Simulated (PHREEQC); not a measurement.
Solution (15 °C): 38 mmol/kgw NaHCO3 and 5.7 mmol/kgw Na2B4O7. Closed to the air; pH follows from the charge balance.

All values are PHREEQC results (ion-association model, phreeqc.dat), not measurements.

Precipitation was switched off in this run.

Q: Estimate the pH, ionic strength, density.

A: pH 9.01; ionic strength 0.0505 mol/kgw; density 1.003 g/cm³.

Q: In which forms is C present?

A: HCO3- 90 %, CO3-2 6.1 %, NaHCO3 1.8 %, NaCO3- 1.5 % of the C.

Species that the database lacks are ignored.
